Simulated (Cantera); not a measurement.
A freely propagating, adiabatic, planar premixed flame of H₂ : O₂ : N₂ = 1 : 0.208 : 0.783 (molar parts), equivalence ratio 2.4, unburnt at 400 K and 0.553 atm; mixture-averaged transport, grid criteria slope 0.08 and curve 0.16, no radiation.

Detailed kinetics in Cantera: the H2/O2 subset of GRI-Mech 3.0, which has no nitrogen chemistry. Burning velocities carry a grid error of a few per cent, more on coarse grids.

Predict: laminar burning velocity; thermal thickness; peak x(HO₂); peak x(H₂O₂); peak x(H).


```json
{
  "laminar_burning_velocity": "414 cm/s",
  "thermal_thickness": "0.845 mm",
  "peak x(HO₂)": "0.000259",
  "peak x(H₂O₂)": "3.34e-5",
  "peak x(H)": "0.0799"
}
```
